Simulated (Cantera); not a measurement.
Roasting and sulfation: MgCO₃ + SO₃ + CO₂ + SO₂

A closed system holds: 1 mol MgCO₃, 0.061 mol SO₃, 0.18 mol CO₂, 0.46 mol SO₂, equilibrated at 1000 Pa.

Method: chemical equilibrium by Gibbs-energy minimisation in Cantera with the NASA 1993 tables (ideal gas, pure condensed phases). Candidate condensed phases: C, Mg, MgCO₃, MgO, MgS, MgSO₄, S; 26 gas species. Rates play no part.

```tsv
T (°C)	x CO₂	x SO₂	x O₂	x CO	x SO₃	x SO	n MgO(s)	n MgSO₄(s)
627	0.720	0.280	4.31e-9	1.52e-7	1.23e-5	1.44e-9	0.939	0.0610
727	0.719	0.280	0.000101	4.35e-8	0.000510	5.35e-10	0.940	0.0598
827	0.682	0.299	0.0164	7.11e-8	0.00239	1.22e-9	1.00	0
927	0.682	0.300	0.0171	9.09e-7	0.00101	1.89e-8	1.00	0
1027	0.682	0.300	0.0174	7.91e-6	0.000484	1.93e-7	1.00	0
1127	0.682	0.301	0.0175	5.05e-5	0.000257	1.42e-6	1.00	0
1227	0.681	0.301	0.0177	0.000251	0.000149	7.95e-6	1.00	0
1327	0.680	0.301	0.0181	0.00101	9.37e-5	3.57e-5	1.00	0
1427	0.677	0.300	0.0193	0.00335	6.35e-5	0.000131	1.00	0
1527	0.669	0.299	0.0222	0.00923	4.69e-5	0.000397	1.00	0
1627	0.652	0.296	0.0283	0.0213	3.77e-5	0.00101	1.000	0
```
x: gas mole fraction; n: condensed amount in mol.

From 627 °C to 727 °C the condensed part is MgO(s) + MgSO₄(s). From 827 °C to 1627 °C the condensed part is MgO(s).
